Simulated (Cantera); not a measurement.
A freely propagating, adiabatic, planar premixed flame of 31.6 % H₂, 14.4 % O₂, 54.0 % N₂, unburnt at 425 K and 1.30 bar; mixture-averaged transport, grid criteria slope 0.08 and curve 0.16, no radiation.

Model: the H2/O2 subset of GRI-Mech 3.0, which has no nitrogen chemistry, integrated in Cantera. Burning velocities carry a grid error of a few per cent, more on coarse grids.

x: mole fraction of selected species; z is measured from the peak of heat release.

| z (mm) | T (K) | u (m/s) | x H₂ | x O₂ | x H | x H₂O | x OH | x HO₂ |
|---|---|---|---|---|---|---|---|---|
| -0.865 | 425 | 4.45 | 0.316 | 0.144 | <1e-8 | <1e-8 | <1e-8 | <1e-8 |
| -0.576 | 425 | 4.45 | 0.316 | 0.144 | <1e-8 | <1e-8 | <1e-8 | <1e-8 |
| -0.432 | 425 | 4.45 | 0.316 | 0.144 | <1e-8 | <1e-8 | <1e-8 | <1e-8 |
| -0.288 | 425 | 4.45 | 0.316 | 0.144 | <1e-8 | 1.32e-7 | <1e-8 | ___ |
| -0.144 | 438 | 4.55 | 0.310 | 0.145 | 6.65e-6 | 0.000296 | 9.35e-6 | ___ |
| -0.0721 | 703 | 7.06 | 0.271 | 0.140 | 0.00349 | 0.0206 | 0.00110 | ___ |
| 0 | 1198 | 11.6 | 0.174 | 0.103 | 0.0288 | 0.106 | 0.00302 | ___ |
| 0.0721 | 1532 | 14.7 | 0.0874 | 0.0469 | 0.0517 | 0.207 | 0.00863 | ___ |
| 0.144 | 1695 | 16.1 | 0.0614 | 0.0257 | 0.0526 | 0.244 | 0.0123 | ___ |
| 0.288 | 1858 | 17.5 | 0.0561 | 0.0183 | 0.0424 | 0.260 | 0.0149 | ___ |
| 0.576 | 2021 | 18.8 | 0.0542 | 0.0143 | 0.0304 | 0.272 | 0.0159 | ___ |
| 1.15 | 2170 | 20.0 | 0.0505 | 0.0106 | 0.0202 | 0.286 | 0.0153 | ___ |
| 2.31 | 2295 | 21.0 | 0.0456 | 0.00723 | 0.0127 | 0.300 | 0.0134 | ___ |

Problem. Some entries are withheld; supply them.

Solution. 
- -0.288, x HO₂: 3.84e-8
- -0.144, x HO₂: 0.000114
- -0.0721, x HO₂: 0.000361
- 0, x HO₂: 0.000127
- 0.0721, x HO₂: 5.01e-5
- 0.144, x HO₂: 2.48e-5
- 0.288, x HO₂: 1.50e-5
- 0.576, x HO₂: 9.70e-6
- 1.15, x HO₂: 5.99e-6
- 2.31, x HO₂: 3.53e-6
